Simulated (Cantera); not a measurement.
Predominance diagram of Mg at 625 K against the partial pressures of O₂ and CO₂ (log10, bar). Source: NASA polynomial tables (part measured, part estimated), evaluated in Cantera. Candidates: Mg(s), MgCO₃(s), MgO(s). Only these pure phases compete in this equilibrium. 

Problem. Which phase is stable at these pairs, and which metal-bearing vapour leads over it? (-13.8, -17.5); (-10.5, -10.9); (-3.9, -24); (-2.3, -19.6); (-17.1, -24); (-8.9, -21.8); (-5.6, -17.5)

Solution. 
| log p(O₂) | log p(CO₂) | phase | chief vapour | log p (bar) |
|---|---|---|---|---|
| -13.8 | -17.5 | MgO(s) | Mg | -44.0 |
| -10.5 | -10.9 | MgO(s) | MgO | -45.5 |
| -3.9 | -24 | MgO(s) | MgO | -45.5 |
| -2.3 | -19.6 | MgO(s) | MgO | -45.5 |
| -17.1 | -24 | MgO(s) | Mg | -42.3 |
| -8.9 | -21.8 | MgO(s) | MgO | -45.5 |
| -5.6 | -17.5 | MgO(s) | MgO | -45.5 |
